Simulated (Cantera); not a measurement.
Input: 1 mol Cu2O, 4.1 mol H2, 0.36 mol H2O, equilibrated at 13.0 Pa.

Equilibrium computed with Cantera from the NASA thermochemical tables; the gas is ideal and each condensed phase is pure. Candidate condensed phases: Cu, CuO, Cu(OH)2, Cu2O, H2O; 12 gas species. Kinetics and transport are ignored. All values below are at 1773 K.

Base state: H2 0.467, Cu 0.307, H2O 0.208, H 0.0171, OH 0.000471, Cu2 5.28e-5, O 1.34e-5 (mole fractions); condensed: gas only.

**Question.** What changes in the equilibrium state with this change: pressure from 13.0 Pa to 510 Pa?

**Answer.** 
```tsv
species	before	after
H2	0.467	0.639
H2O	0.208	0.281
Cu	0.307	0.0773
H	0.0171	0.00318
O	1.34e-5	3.38e-7
OH	0.000471	8.67e-5
Cu(l), mol	0	1.62
```
